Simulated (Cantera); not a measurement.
Input (Python, Cantera):

```python
import numpy as np
import cantera as ct

gas = ct.Solution("gri30.yaml")
gas.TPX = 650, 62000, {'CH3OH': 1, 'O2': 2.05, 'N2': 7.73}
flame = ct.FreeFlame(gas, width=0.056)
flame.set_refine_criteria(ratio=3, slope=0.08, curve=0.16)
flame.transport_model = "mixture-averaged"
flame.solve(loglevel=0, auto=True)
z, T = flame.grid, flame.T
thick = (T[-1] - T[0]) / np.gradient(T, z).max()
show = ['CH3OH', 'O2', 'NO', 'C2H6', 'CH2CO', 'CH2O']
print(f"laminar burning velocity  {flame.velocity[0] * 100:.3f} cm/s")
print(f"burnt temperature         {T[-1]:.1f} K")
print(f"thermal thickness         {thick * 1e3:.4f} mm")
print(f"grid points               {len(z)}")
z0 = z[flame.heat_release_rate.argmax()]
print(f"{'z/mm':>9s}{'T/K':>9s}{'u/(m/s)':>9s}" + "".join(f"{s:>11s}" for s in show))
rows = []
for k in (-3, -2, -1.5, -1, -0.5, -0.25, 0, 0.25, 0.5, 1, 2, 4, 8):
    zz = z0 + k * thick
    rows.append([k * thick, np.interp(zz, z, T), np.interp(zz, z, flame.velocity),
                 *(np.interp(zz, z, flame.X[gas.species_index(s)]) for s in show)])
    print(f"{rows[-1][0] * 1e3:9.3f}{rows[-1][1]:9.1f}{rows[-1][2]:9.3f}" + "".join(f"{x:11.3e}" for x in rows[-1][3:]))
```

Output:

```
laminar burning velocity  110.223 cm/s
burnt temperature         2168.5 K
thermal thickness         0.5082 mm
grid points               134
     z/mm      T/K  u/(m/s)      CH3OH         O2         NO       C2H6      CH2CO       CH2O
   -1.525    650.5    1.105  9.261e-02  1.898e-01  5.977e-11  5.543e-12  4.832e-11  1.613e-06
   -1.016    654.2    1.114  9.229e-02  1.891e-01  5.041e-10  6.567e-11  6.228e-10  1.674e-05
   -0.762    665.5    1.136  9.159e-02  1.876e-01  1.991e-09  3.325e-10  3.376e-09  7.612e-05
   -0.508    724.6    1.247  8.793e-02  1.817e-01  1.226e-08  2.630e-09  2.955e-08  5.098e-04
   -0.254    999.5    1.759  6.647e-02  1.567e-01  1.172e-07  2.229e-08  2.779e-07  3.504e-03
   -0.127   1307.3    2.350  3.697e-02  1.282e-01  3.772e-07  5.525e-08  7.316e-07  7.224e-03
    0.000   1652.2    3.033  5.107e-03  9.507e-02  9.301e-07  5.957e-08  1.397e-06  4.361e-03
    0.127   1767.1    3.250  4.316e-05  7.518e-02  1.635e-06  1.336e-09  2.723e-07  1.238e-04
    0.254   1806.2    3.308  1.103e-07  6.586e-02  2.477e-06  3.287e-12  1.681e-08  7.282e-07
    0.508   1864.9    3.392  8.276e-12  5.924e-02  4.275e-06  6.826e-17  7.033e-11  5.672e-10
    1.016   1940.2    3.508  2.662e-16  5.533e-02  7.640e-06  7.546e-24  4.414e-15  1.759e-11
    2.033   2021.4    3.636  2.313e-18  5.279e-02  1.350e-05  4.547e-30  2.098e-20  9.361e-12
    4.066   2091.9    3.746  5.671e-19  5.078e-02  2.340e-05  7.321e-31  2.925e-21  4.122e-12
```

Cantera simulation using GRI-Mech 3.0 (53 species, 325 reactions); the numbers are that mechanism's predictions, not measurements. GRI-Mech 3.0 was tuned for natural gas; its chemistry of methanol as a main component is partial and can be far from experiment. Burning velocities carry a grid error of a few per cent, more on coarse grids.
